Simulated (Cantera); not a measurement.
Input (Python, Cantera) and output of one run.

```python
import numpy as np
import cantera as ct

gas_names = """
    H HO2 H2 H2O H2O2 O OH O2 O3 Pb PbO Pb2
""".split()
cond_names = """
    H2O(s) H2O(L) Pb(cr) Pb(L) PbO(rd) PbO(yw) PbO(L) PbO2(s) Pb3O4(s)
""".split()


def load(file, names, dense=False):
    # The tables refer to 1 bar. Condensed volumes are neglected.
    table = {s.name: s for s in ct.Species.list_from_file(file)}
    out = []
    for n in names:
        d = dict(table[n].input_data)
        d["thermo"] = dict(d["thermo"], **{"reference-pressure": 1e5})
        if dense:
            d["equation-of-state"] = {"model": "constant-volume", "density": "1e6 g/cm^3"}
        out.append(ct.Species.from_dict(d))
    return out


gas = ct.Solution(thermo="ideal-gas", species=load("nasa_gas.yaml", gas_names))
cond = {s.name: ct.Solution(thermo="fixed-stoichiometry", species=[s], name=s.name)
        for s in load("nasa_condensed.yaml", cond_names, dense=True)}
atoms = {
    'Pb': {'Pb': 1},
    'H2': {'H': 2},
    'O2': {'O': 2},
}
top_T = {'Pb3O4(s)': 820}  # K; cautious upper limits of use, not melting points


def equilibrate(T, P, feed):
    n = {}
    for name, mol in feed.items():
        for a, k in atoms[name].items():
            n[a] = n.get(a, 0.0) + k * mol
    gas.TPX = T, P, n
    mass = sum(n.values()) * gas.mean_molecular_weight
    gas.equilibrate("TP")
    valid = [c for c in cond.values() if c.min_temp <= T <= top_T.get(c.name, c.max_temp)]
    mix = ct.Mixture([(gas, mass / gas.mean_molecular_weight)] + [(c, 0.0) for c in valid])
    mix.T, mix.P = T, P
    mix.equilibrate("TP", solver="vcs", rtol=1e-11, max_steps=5000)
    return mix


results = []
feed = {'Pb': 1, 'H2': 0.059, 'O2': 0.13}  # mol
T = 623.15  # K
P = 110000  # Pa
mix = equilibrate(T, P, feed)
results.append((T, P, feed, dict(zip(mix.species_names, mix.species_moles))))
print(gas.report(threshold=1e-05))
for i in range(1, mix.n_phases):
    print(f"{mix.phase(i).name:16s} {mix.phase_moles(i):12.5e} mol")
```

Result:

```
       temperature   623.15 K
          pressure   1.1e+05 Pa
           density   0.38247 kg/m^3
  mean mol. weight   18.015 kg/kmol
   phase of matter   gas

                          1 kg             1 kmol
                     ---------------   ---------------
          enthalpy       -1.2794e+07       -2.3047e+08  J
   internal energy       -1.3081e+07       -2.3566e+08  J
           entropy             11859        2.1363e+05  J/K
    Gibbs function       -2.0184e+07        -3.636e+08  J
 heat capacity c_p            2031.1             36590  J/K
 heat capacity c_v            1569.6             28276  J/K

                      mass frac. Y      mole frac. X     chem. pot. / RT
                     ---------------   ---------------   ---------------
                H2        2.4456e-06        2.1854e-05            -27.11
               H2O                 1           0.99998           -70.178
     [  +10 minor]        2.1895e-10        1.9036e-11

Pb(L)             7.98999e-01 mol
PbO(rd)           2.01001e-01 mol
PbO2(s)           0.00000e+00 mol
Pb3O4(s)          0.00000e+00 mol
```

Equilibrium computed with Cantera from the NASA thermochemical tables; the gas is ideal and each condensed phase is pure.
